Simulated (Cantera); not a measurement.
## Equilibrium for silicon oxide and oxynitride deposition: SiH₂Cl₂ + N₂O + N₂

Input: 1 mol SiH₂Cl₂, 0.44 mol N₂O, a varied amount of N₂, held at 1998.15 K and 0.0420 bar.

Method: chemical equilibrium by Gibbs-energy minimisation in Cantera with the NASA 1993 tables (ideal gas, pure condensed phases). Candidate condensed phases: H₂O, NH₄Cl, Si, SiO₂, Si₂N₂O, Si₃N₄; 47 gas species. The tables' values for SiCl₃, SiCl are old estimates; treat these amounts as uncertain. Kinetics and transport are ignored.

```tsv
n(N₂) (mol)	x N₂	x HCl	x H₂	x SiCl₂	x SiO	x Cl
12	0.835	0.0575	0.0376	0.0365	0.0295	0.00173
19	0.887	0.0391	0.0255	0.0248	0.0201	0.00143
30	0.925	0.0260	0.0169	0.0164	0.0134	0.00117
47	0.950	0.0171	0.0110	0.0108	0.00881	0.000952
74	0.967	0.0111	0.00710	0.00691	0.00572	0.000770
120	0.979	0.00698	0.00438	0.00425	0.00358	0.000615
180	0.986	0.00471	0.00290	0.00280	0.00240	0.000510
```
x: gas mole fraction; nothing condenses.

From 12 mol N₂ to 180 mol N₂ nothing is condensed. The main Si-bearing gas is SiCl₂ throughout.
